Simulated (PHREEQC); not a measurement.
1 kg of water holding 18 mmol/kgw Na2CO3, 13 mmol/kgw KCl and 94 mmol/kgw NaCl is evaporated at 20 °C; the solids stay in contact with the brine. CO2 is held at log p = -3.4 (atm). Only these solids could form: Halite, Kalicinite, Nahcolite, Natron, Sylvite, Trona.

The numbers come from PHREEQC with the Pitzer model, pitzer.dat.

```csv
water left (kg),ionic strength,water activity,Halite (mol),Trona (mol)
0.9998,0.150,0.995,0,0
0.6754,0.225,0.993,0,0
0.5551,0.275,0.992,0,0
0.3749,0.410,0.988,0,0
0.3081,0.501,0.986,0,0
0.2081,0.747,0.979,0,0
0.1406,1.11,0.969,0,0
0.1156,1.36,0.963,0,0
0.07805,2.02,0.945,0,0
0.06414,2.46,0.933,0,0
0.04333,3.66,0.897,0,0
0.03562,4.46,0.872,0,0
0.02406,6.62,0.796,0,0
0.01608,7.90,0.731,0.0135,0.00434
0.01312,7.98,0.729,0.0296,0.00578
0.008683,8.20,0.721,0.0536,0.00792
0.007046,8.35,0.716,0.0625,0.00871
0.004583,8.36,0.716,0.0736,0.00986
```

Trona from water left = 0.01971 kg (pH 9.80); Halite from water left = 0.01608 kg (pH 9.77); Sylvite from water left = 0.005686 kg (pH 9.83).

Species that the database lacks are ignored.
